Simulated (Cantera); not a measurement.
**Ignition delay**

Mixture: CO : H2 : O2 : N2 : CO2 = 1 : 0.031 : 0.368 : 1.8 : 0.29 (molar parts), equivalence ratio 1.4, at 248 Torr, adiabatic and at constant volume. Ignition delay is the time to a rise of 400 K.

Cantera simulation using GRI-Mech 3.0 (53 species, 325 reactions); the numbers are that mechanism's predictions, not measurements. Below about 950 K walls govern HO2 and H2O2 in real vessels. Where the delays flatten at high temperature, the 400 K rule measures the pace of heat release, not the induction time.

```csv
T0 (K),delay (ms)
900,9.92
1000,2.09
1100,1.11
1200,0.786
1300,0.664
1400,0.630
```
